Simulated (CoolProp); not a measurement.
Computed with CoolProp (reference Helmholtz-energy equation of state, de Reuck 1990).

### Question
For fluorine, give the phase and the cv (kJ/(kg K)), speed of sound (m/s) at 216.6 K and 0.239 MPa; 175.6 K and 0.0274 MPa.

### Answer
- 216.6 K and 0.239 MPa: gas; cv 0.570, speed of sound 256
- 175.6 K and 0.0274 MPa: gas; cv 0.556, speed of sound 231
